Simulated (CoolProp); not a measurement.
Model: reference Helmholtz-energy equation of state, Span 1996, in CoolProp.

Task: For carbon dioxide, give the phase and the cv (kJ/(kg K)), speed of sound (m/s), Prandtl number at 16.35 °C and 4.04 MPa; 68.35 °C and 4.04 MPa; 189.45 °C and 4.04 MPa.

Result: 
- 16.35 °C and 4.04 MPa: gas; cv 0.827, speed of sound 224, Prandtl number 1.18
- 68.35 °C and 4.04 MPa: gas; cv 0.761, speed of sound 266, Prandtl number 0.880
- 189.45 °C and 4.04 MPa: gas; cv 0.816, speed of sound 324, Prandtl number 0.773

Viscosity comes from a separate model (Laesecke 2017). Thermal conductivity comes from a separate model (Huber 2016).
